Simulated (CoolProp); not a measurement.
Vapour-liquid equilibrium of dimethyl ether (1) + chloromethane (R40) (2) at 339.4 K; x and y are mole fractions of (1).

Values from CoolProp's multi-fluid Helmholtz-energy mixture model, Wu 2011 and Thol 2014; pair parameters Bell 2016.

Give the bubble pressure and the first vapour's composition at x = 0.05, 0.5, 0.65. Is there an azeotrope?

x = 0.05: 1630 kPa, y = 0.045; x = 0.5: 1582 kPa, y = 0.502; x = 0.65: 1592 kPa, y = 0.661. y crosses x between x = 0.35 and 0.5: the model has an azeotrope there.

The pair parameters rest on a limited set of measurements; away from them the model extrapolates.
